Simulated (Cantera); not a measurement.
Charge: 1 mol trisilylamine, 0.24 mol N2, at 2000 Pa.

Cantera equilibrium calculation (NASA polynomials, part measured and part estimated; ideal gas, pure solids and liquids). Candidate condensed phases: Si, Si3N4; 18 gas species. The feed counts by its element totals alone. Mutual solubility and eutectic melting of coexisting phases are not modelled. Gases not in the tables: Si2H6 and higher silanes. Kinetics and transport are ignored.

log p: log10 of the partial pressure in bar; n: condensed amount in mol.

```tsv
T (°C)	log p H2	log p N2	log p H	log p Si	log p SiH2	log p SiH	n Si(s)	n Si3N4(s)	n Si(l)
1127	-1.70	-5.24	-6.16	-9.08	-8.12	-9.24	1.89	0.369	0
1177	-1.70	[?]	[?]	[?]	[?]	[?]	1.90	0.368	0
1227	-1.70	-4.32	-5.60	-7.98	-7.52	-8.32	1.91	0.365	0
1277	-1.70	[?]	[?]	[?]	[?]	[?]	1.93	0.356	0
1327	-1.71	-3.52	-5.12	-7.01	-7.01	-7.53	1.99	0.336	0
1377	-1.71	-3.16	-4.90	-6.57	-6.78	-7.17	2.13	0.290	0
1427	-1.73	-2.81	-4.70	-6.17	-6.58	-6.85	0	0.180	2.46
1477	-1.77	-2.55	-4.52	-5.82	-6.45	-6.58	0	0	3.00
```

Task: Some entries are withheld; supply them.

Result: 
- 1177, log p N2: -4.77
- 1177, log p H: -5.87
- 1177, log p Si: -8.51
- 1177, log p SiH2: -7.81
- 1177, log p SiH: -8.76
- 1277, log p N2: -3.91
- 1277, log p H: -5.35
- 1277, log p Si: -7.48
- 1277, log p SiH2: -7.26
- 1277, log p SiH: -7.91
